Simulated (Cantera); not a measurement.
An isothermal, constant-pressure homogeneous reactor starts with CH₄ : H₂ : CO₂ = 0.0096 : 1 : 0.017 (molar parts), at 2500 K and 0.0133 bar.

Model: GRI-Mech 3.0 (53 species, 325 reactions), integrated in Cantera. Radical loss at walls, strong at low pressure, is not modelled.

x: mole fraction; the columns are a selection and need not sum to one.

```json
[
 {"t (s)": "0.000100", "x CH₄": "0.00912", "x H₂": "0.973", "x CO₂": "0.0165", "x CH₂O": "1.44e-8", "x OH": "1.05e-6", "x CH₂CO": "1.19e-11", "x CO": "4.71e-5"},
 {"t (s)": "0.000484", "x CH₄": "0.00847", "x H₂": "0.968", "x CO₂": "0.0154", "x CH₂O": "2.65e-7", "x OH": "5.93e-6", "x CH₂CO": "3.10e-9", "x CO": "0.00111"},
 {"t (s)": "0.00234", "x CH₄": "…", "x H₂": "0.943", "x CO₂": "0.00376", "x CH₂O": "7.42e-7", "x OH": "5.94e-5", "x CH₂CO": "1.88e-7", "x CO": "0.0127"},
 {"t (s)": "0.0113", "x CH₄": "…", "x H₂": "0.924", "x CO₂": "4.40e-5", "x CH₂O": "2.33e-7", "x OH": "0.000127", "x CH₂CO": "6.54e-7", "x CO": "0.0175"},
 {"t (s)": "0.0548", "x CH₄": "…", "x H₂": "0.908", "x CO₂": "3.72e-5", "x CH₂O": "6.09e-8", "x OH": "0.000129", "x CH₂CO": "1.89e-7", "x CO": "0.0219"},
 {"t (s)": "0.265", "x CH₄": "…", "x H₂": "0.861", "x CO₂": "2.92e-5", "x CH₂O": "2.90e-10", "x OH": "0.000168", "x CH₂CO": "1.87e-12", "x CO": "0.0240"},
 {"t (s)": "1.28", "x CH₄": "1.35e-12", "x H₂": "0.785", "x CO₂": "2.87e-5", "x CH₂O": "1.04e-10", "x OH": "0.000296", "x CH₂CO": "<1e-12", "x CO": "0.0230"},
 {"t (s)": "6.20", "x CH₄": "1.10e-12", "x H₂": "0.777", "x CO₂": "2.86e-5", "x CH₂O": "9.52e-11", "x OH": "0.000309", "x CH₂CO": "<1e-12", "x CO": "0.0229"},
 {"t (s)": "30.0", "x CH₄": "1.10e-12", "x H₂": "0.777", "x CO₂": "2.86e-5", "x CH₂O": "9.52e-11", "x OH": "0.000309", "x CH₂CO": "<1e-12", "x CO": "0.0229"}
]
```

Question: Some entries are withheld; supply them.

Answer: 
- 0.00234, x CH₄: 0.00555
- 0.0113, x CH₄: 0.000651
- 0.0548, x CH₄: 0.000120
- 0.265, x CH₄: 1.62e-9
